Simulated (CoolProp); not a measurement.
The numbers come from the reference Helmholtz-energy equation of state, Lemmon 2013 in CoolProp.

Question: For propylene, give the phase and the Z, cp (kJ/(kg K)), cv (kJ/(kg K)), isothermal compressibility (1/MPa) at 396.5 K and 30.4 bar; 396.5 K and 152 bar; 396.5 K and 197 bar.

Answer: 
- 396.5 K and 30.4 bar: gas; Z 0.804, cp 2.27, cv 1.78, isothermal compressibility 0.420
- 396.5 K and 152 bar: supercritical; Z 0.497, cp 3.08, cv 1.86, isothermal compressibility 0.0195
- 396.5 K and 197 bar: supercritical; Z 0.601, cp 2.87, cv 1.85, isothermal compressibility 0.0121
